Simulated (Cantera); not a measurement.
# Gas-phase reforming

A perfectly stirred reactor is fed with CH₄ : CO₂ = 1 : 0.33 (molar parts), at 90.0 Torr; it is held at 2148 K, and followed from long to short residence time.

Computed with Cantera and GRI-Mech 3.0 (53 species, 325 reactions). GRI-Mech 3.0 stops at C3 and has no aromatics, soot or wall deposition, so with more carbon than oxygen in the feed, carbon stays in small species such as C2H2 where larger ones or solid carbon would form.

```json
[
 {"τ (s)": "28", "x CH₄": "0.000333", "x CO₂": "4.97e-6", "x O": "3.68e-10", "x HO₂": "<1e-12", "x CH₂O": "7.52e-9", "x HCO": "7.31e-8", "x H₂": "0.618"},
 {"τ (s)": "5.4", "x CH₄": "0.000720", "x CO₂": "2.61e-5", "x O": "1.85e-9", "x HO₂": "<1e-12", "x CH₂O": "8.76e-9", "x HCO": "7.25e-8", "x H₂": "0.617"},
 {"τ (s)": "1.0", "x CH₄": "0.00180", "x CO₂": "0.000149", "x O": "9.19e-9", "x HO₂": "<1e-12", "x CH₂O": "2.44e-8", "x HCO": "7.21e-8", "x H₂": "0.616"},
 {"τ (s)": "0.19", "x CH₄": "0.00496", "x CO₂": "0.000865", "x O": "3.85e-8", "x HO₂": "<1e-12", "x CH₂O": "2.21e-7", "x HCO": "9.21e-8", "x H₂": "0.609"},
 {"τ (s)": "0.037", "x CH₄": "0.0140", "x CO₂": "0.00442", "x O": "1.09e-7", "x HO₂": "3.49e-12", "x CH₂O": "2.11e-6", "x HCO": "2.77e-7", "x H₂": "0.581"},
 {"τ (s)": "0.0069", "x CH₄": "0.0397", "x CO₂": "0.0196", "x O": "1.62e-7", "x HO₂": "1.97e-11", "x CH₂O": "1.30e-5", "x HCO": "1.02e-6", "x H₂": "0.523"},
 {"τ (s)": "0.0013", "x CH₄": "0.114", "x CO₂": "0.0743", "x O": "1.17e-7", "x HO₂": "3.54e-11", "x CH₂O": "5.07e-5", "x HCO": "3.00e-6", "x H₂": "0.463"},
 {"τ (s)": "0.00025", "x CH₄": "0.297", "x CO₂": "0.163", "x O": "4.70e-8", "x HO₂": "2.19e-11", "x CH₂O": "0.000146", "x HCO": "6.64e-6", "x H₂": "0.342"}
]
```
x: mole fraction; the columns are a selection and need not sum to one.
